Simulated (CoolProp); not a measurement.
Vapour-liquid equilibrium of dimethyl ether (1) + methanol (2) at 94.25 °C; x and y are mole fractions of (1).

Values from CoolProp's multi-fluid Helmholtz-energy mixture model, Wu 2011 and de Reuck 1993; pair parameters Bell 2016.

**Question.** Give the bubble pressure and the first vapour's composition at x = 0.15, 0.45, 0.85. Is there an azeotrope?

**Answer.** x = 0.15: 0.8965 MPa, y = 0.684; x = 0.45: 1.722 MPa, y = 0.855; x = 0.85: 2.543 MPa, y = 0.949. No azeotrope shows between x = 0.05 and 0.95.

Pair parameters are fitted to limited data, so mixtures are less certain than the pure fluids. The gap from Raoult's law changes sign with composition, which may be real or a fault of the pair parameters; it wasn't checked against measurements.
